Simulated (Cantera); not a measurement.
An isothermal, constant-pressure homogeneous reactor starts with 2.00 % C3H8, 98.0 % H2, at 1575 K and 2.70 Torr.

Computed with Cantera and GRI-Mech 3.0 (53 species, 325 reactions). GRI-Mech 3.0 was tuned for natural gas; its chemistry of propane as a main component is partial and can be far from experiment. GRI-Mech 3.0 stops at C3 and has no aromatics, soot or wall deposition, so with more carbon than oxygen in the feed, carbon stays in small species such as C2H2 where larger ones or solid carbon would form. Radical loss at walls, strong at low pressure, is not modelled.

Predict: x(H2) at 10.0 s; x(C2H2) at 10.0 s; x(C2H6) at 10.0 s; x(C2H) at 10.0 s; x(H) at 10.0 s; x(C2H4) at 10.0 s.


| Item | Result |
|---|---|
| x(H2) at 10.0 s | 0.964 (gas-phase equilibrium 0.971) |
| x(C2H2) at 10.0 s | 0.0218 (gas-phase equilibrium 0.0282) |
| x(C2H6) at 10.0 s | 3.57e-7 (gas-phase equilibrium 2.38e-10) |
| x(C2H) at 10.0 s | 3.71e-8 (gas-phase equilibrium 5.83e-8) |
| x(H) at 10.0 s | 0.000559 (gas-phase equilibrium 0.000687) |
| x(C2H4) at 10.0 s | 2.42e-5 (gas-phase equilibrium 1.36e-5) |
